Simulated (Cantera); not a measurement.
Cantera run:

```python
import numpy as np
import cantera as ct

gas_names = """
    H HO2 H2 H2O H2O2 O OH O2 O3 V VO VO2
""".split()
cond_names = """
    H2O(s) H2O(L) V(cr) V(L) VO(s) VO(L) V2O3(s) V2O3(L) V2O4(I) V2O4(II) V2O4(L) V2O5(s) V2O5(L)
""".split()


# ... load() reads the species with a 1 bar reference pressure and builds the phases ...
atoms = {
    'V': {'V': 1},
    'H2O': {'H': 2, 'O': 1},
}
top_T = {}  # K; cautious upper limits of use, not melting points


# ... equilibrate(T, P, feed) seeds the gas with the atoms and calls Mixture.equilibrate('TP', solver="vcs", rtol=1e-11, max_steps=5000) ...
results = []
feed = {'V': 1, 'H2O': 0.031}  # mol
T = 2473.15  # K
for P in [0.1, 0.75, 5.6, 42, 320, 2400, 18000, 130000, 1000000]:
    mix = equilibrate(T, P, feed)
    results.append((T, P, feed, dict(zip(mix.species_names, mix.species_moles))))
    x = sorted(zip(gas.X, gas.species_names), reverse=True)
    print(f"T = {T:g} K  P = {P:g} Pa  gas = {mix.phase_moles(0):.4g} mol")
    print("   x: " + "  ".join(f"{s} {v:.3e}" for v, s in x if v > 0.0001))
    print("   condensed (mol): " + ("  ".join(f"{mix.phase(i).name} {mix.phase_moles(i):.4g}"
          for i in range(1, mix.n_phases) if mix.phase_moles(i) > 1e-12) or "none"))
```

Output:

```
T = 2473.15 K  P = 0.1 Pa  gas = 1.066 mol
   x: V 9.129e-01  H 5.814e-02  VO 2.491e-02  O 3.963e-03  VO2 1.022e-04
   condensed (mol): none
T = 2473.15 K  P = 0.75 Pa  gas = 1.063 mol
   x: V 9.127e-01  H 5.825e-02  VO 2.831e-02  O 6.008e-04  VO2 1.321e-04
   condensed (mol): none
T = 2473.15 K  P = 5.6 Pa  gas = 1.062 mol
   x: V 9.129e-01  H 5.765e-02  VO 2.884e-02  H2 3.738e-04  VO2 1.371e-04
   condensed (mol): none
T = 2473.15 K  P = 42 Pa  gas = 1.059 mol
   x: V 9.148e-01  H 5.366e-02  VO 2.897e-02  H2 2.429e-03  VO2 1.381e-04
   condensed (mol): none
T = 2473.15 K  P = 320 Pa  gas = 0.05712 mol
   x: H2 4.151e-01  H 2.541e-01  V 1.942e-01  VO 1.240e-01  VO2 1.191e-02  H2O 5.824e-04
   condensed (mol): V(L) 0.9586  VO(L) 0.02252
T = 2473.15 K  P = 2400 Pa  gas = 0.03481 mol
   x: H2 8.240e-01  H 1.307e-01  V 2.590e-02  VO 1.653e-02  VO2 1.588e-03  H2O 1.156e-03
   condensed (mol): V(L) 0.9682  VO(L) 0.03027
T = 2473.15 K  P = 18000 Pa  gas = 0.032 mol
   x: H2 9.418e-01  H 5.104e-02  V 3.453e-03  VO 2.205e-03  H2O 1.321e-03  VO2 2.118e-04
   condensed (mol): V(L) 0.9689  VO(L) 0.03087
T = 2473.15 K  P = 130000 Pa  gas = 0.03133 mol
   x: H2 9.785e-01  H 1.936e-02  H2O 1.373e-03  V 4.781e-04  VO 3.053e-04
   condensed (mol): V(L) 0.969  VO(L) 0.03095
T = 2473.15 K  P = 1e+06 Pa  gas = 0.03111 mol
   x: H2 9.915e-01  H 7.026e-03  H2O 1.391e-03
   condensed (mol): V(L) 0.969  VO(L) 0.03096
```

Method: chemical equilibrium by Gibbs-energy minimisation in Cantera with the NASA 1993 tables (ideal gas, pure condensed phases). Each liquid is taken as pure. Mutual solubility and eutectic melting of coexisting phases are not modelled. VO: taken at fixed stoichiometry. Condensed phases not in the tables: N, O or C dissolved in the metal.
